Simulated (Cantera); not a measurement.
An isothermal, constant-pressure homogeneous reactor starts with 18.2 % N2O, 0.102 % H2, 81.7 % N2, at 1250 K and 0.0390 bar.

Model: GRI-Mech 3.0 (53 species, 325 reactions), integrated in Cantera. GRI-Mech 3.0 was tuned for natural gas; its chemistry of N2O as a main component is partial and can be far from experiment. Radical loss at walls, strong at low pressure, is not modelled. The mechanism lacks the step 2 NO + O2 → 2 NO2, which can matter for NO2 below about 1400 K. The temperature is held fixed by assumption; the heat of reaction is taken as removed at once.

x: mole fraction; the columns are a selection and need not sum to one.

```tsv
t (s)	x N2O	x H2	x NO	x O2	x O	x HO2	x H2O
7.00e-6	0.182	0.00102	4.70e-11	1.63e-10	3.77e-8	<1e-12	<1e-12
2.26e-5	0.182	0.00102	4.86e-10	1.68e-9	1.20e-7	<1e-12	2.96e-12
7.30e-5	0.182	0.00102	4.95e-9	1.71e-8	3.73e-7	3.13e-12	1.09e-10
0.000236	0.182	0.00102	4.76e-8	1.63e-7	1.06e-6	1.18e-10	(withheld)
0.000761	0.182	0.00102	3.89e-7	1.32e-6	2.33e-6	3.78e-9	(withheld)
0.00246	0.182	0.00101	2.26e-6	7.46e-6	3.16e-6	7.89e-8	(withheld)
0.00794	0.182	0.000975	9.50e-6	2.96e-5	3.19e-6	7.96e-7	(withheld)
0.0256	0.181	0.000750	3.50e-5	0.000108	3.34e-6	1.91e-6	(withheld)
0.0828	0.180	0.000299	0.000109	0.000382	3.57e-6	1.52e-6	(withheld)
0.267	0.178	4.41e-5	0.000335	0.00126	3.69e-6	5.72e-7	0.000968
0.863	0.171	8.19e-7	0.00108	0.00398	3.70e-6	1.63e-7	0.00101
2.79	0.151	1.32e-8	0.00327	0.0120	3.67e-6	5.49e-8	0.00100
9.00	0.102	1.43e-8	0.00865	0.0319	3.62e-6	1.51e-8	0.000977
```

### Question
What belongs in the gaps?

### Answer

- 0.000236, x H2O: 4.09e-9
- 0.000761, x H2O: 1.32e-7
- 0.00246, x H2O: 2.84e-6
- 0.00794, x H2O: 3.67e-5
- 0.0256, x H2O: 0.000256
- 0.0828, x H2O: 0.000710
